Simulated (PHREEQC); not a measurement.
Solution (25 °C): 0.12 mmol/kgw CaSO4, 22 mmol/kgw Na2HPO4 and 0.0056 mmol/kgw H4SiO4. Closed to the air; pH follows from the charge balance.

All values are PHREEQC results (ion-association model, phreeqc.dat), not measurements.

The pH comes out as 9.10 and the ionic strength comes out as 0.0644 mol/kgw. The specific conductance comes out as 3480 µS/cm and the density is 1.000 g/cm³. The total alkalinity comes out as 22.0 meq/kg.

| species | molality | activity | log γ |
|---|---|---|---|
| Na+ | 0.0432 | 0.0350 | -0.091 |
| HPO4-2 | 0.0209 | 0.00903 | -0.365 |
| NaHPO4- | 0.000758 | 0.000617 | -0.089 |
| H2PO4- | 0.000142 | 0.000115 | -0.089 |
| SO4-2 | 0.000110 | 4.70e-5 | -0.368 |
| CaPO4- | 8.61e-5 | 7.01e-5 | -0.089 |
| PO4-3 | 3.84e-5 | 5.14e-6 | -0.874 |
| CaHPO4 | 2.31e-5 | 2.35e-5 | 0.006 |
| OH- | 1.61e-5 | 1.28e-5 | -0.100 |
| Ca+2 | 1.07e-5 | 4.74e-6 | -0.355 |
| NaSO4- | 1.01e-5 | 8.26e-6 | -0.089 |

This is a speciation only: nothing precipitates in the calculation. Examples of supersaturated solids here: Hydroxyapatite. Others may be too.
